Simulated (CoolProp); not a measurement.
The numbers come from the reference Helmholtz-energy equation of state, McLinden 2015 in CoolProp.

Question: Give the vapour pressure (MPa), liquid density (kg/m³), vapour density (kg/m³), enthalpy of vaporisation (kJ/kg) of saturated the fluoroketone C6F12O (FK-5-1-12) at -12.85, 49.25, 152.85 °C.

Answer: 
| T (°C) | p (MPa) | liquid density (kg/m³) | vapour density (kg/m³) | enthalpy of vaporisation (kJ/kg) |
|---|---|---|---|---|
| -12.85 | 0.00608 | 1710 | 0.895 | 105 |
| 49.25 | 0.102 | 1530 | 12.9 | 87.9 |
| 152.85 | 1.39 | 1030 | 225 | 39.2 |
